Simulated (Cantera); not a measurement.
Feed: 1 mol SiC, 0.088 mol O2, 650 mol N2, equilibrated at 1725 K and 0.100 bar.

These are equilibrium values from Cantera (NASA tables, ideal gas, pure condensed phases), not measurements of a reactor. Candidate condensed phases: C, Si, SiC, SiO2, Si2N2O, Si3N4; 34 gas species. Mutual solubility and eutectic melting of coexisting phases are not modelled. Rates play no part.

**Question.** What is the equilibrium state?

**Answer.** 
* **x(N2)**: 1.000
* **x(CO)**: 0.000244
* **x(SiO)**: 2.71e-5
* **n(SiC(s))**: 0.842 mol
* **n(Si3N4(s))**: 0.0467 mol
* **gas amount**: 650.1 mol
* **log10 activity of C(graphite) (absent)**: -0.70
* **log10 activity of Si(l) (absent)**: -1.07
